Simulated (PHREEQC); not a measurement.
0.013 g of hydrous ferric oxide (600 m²/g; 0.2 weak and 0.005 strong sites per Fe, Dzombak-Morel constants, diffuse double layer) in 1 kg of water with 0.05 mol/kgw of an inert sodium salt and 6e-06 mol NaF, at 25 °C; the pH is set by adding NaOH or the inert anion's acid. Oxygen is held at 0.21 atm. CO2 from the air is kept out. No solid was allowed to form.

The numbers come from PHREEQC with the ion-association model, wateq4f.dat.

```tsv
pH	F sorbed (%)	surface charge σ (C/m²)	surface potential ψ (mV)
3	15.6	0.346	168
3.67	21.3	0.310	?
4.33	18.5	0.249	151
5	11.6	?	134
5.67	5.6	0.113	111
6.33	2.2	?	85
7	?	?	?
7.67	0.2	0.012	22
8.33	0.0	-0.006	-11
9	0.0	-0.026	-45
9.67	0.0	-0.055	-76
10.33	0.0	-0.097	-104
11	0.0	-0.158	-128
```

Problem. Complete the blanks.

Solution. 
- 3.67, surface potential ψ (mV): 162
- 5, surface charge σ (C/m²): 0.176
- 6.33, surface charge σ (C/m²): 0.067
- 7, F sorbed (%): 0.7
- 7, surface charge σ (C/m²): 0.034
- 7, surface potential ψ (mV): 55

Complexes and solids missing from the database can't appear. The oxide is taken as insoluble; below pH 4 it would dissolve.
